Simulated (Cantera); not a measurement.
A freely propagating, adiabatic, planar premixed flame of CH4 : O2 : N2 = 1 : 2.15 : 8.09 (molar parts), equivalence ratio 0.93, unburnt at 325 K and 200000 Pa; mixture-averaged transport, grid criteria slope 0.08 and curve 0.16, no radiation.

Detailed kinetics in Cantera: GRI-Mech 3.0 (53 species, 325 reactions). Burning velocities carry a grid error of a few per cent, more on coarse grids.

**Question.** What does this change do: CH4 1 to 1.3 parts?

**Answer.** 
| quantity | before | after |
|---|---|---|
| laminar burning velocity | 31.3 cm/s | 27.8 cm/s |
| thermal thickness | 0.274 mm | 0.298 mm |
| peak x(C2H2) | 7.64e-5 | 0.000593 |
| peak x(CH3) | 0.00145 | 0.00244 |
| peak x(HCO) | 2.58e-5 | 2.21e-5 |
| peak x(O) | 0.00238 | 0.000588 |

**Question.** What does this change do: CH4 1 to 0.76 parts?

**Answer.** 
| quantity | before | after |
|---|---|---|
| laminar burning velocity | 31.3 cm/s | 17.0 cm/s |
| thermal thickness | 0.274 mm | 0.408 mm |
| peak x(C2H2) | 7.64e-5 | 1.42e-5 |
| peak x(CH3) | 0.00145 | 0.000579 |
| peak x(HCO) | 2.58e-5 | 8.11e-6 |
| peak x(O) | 0.00238 | 0.00142 |
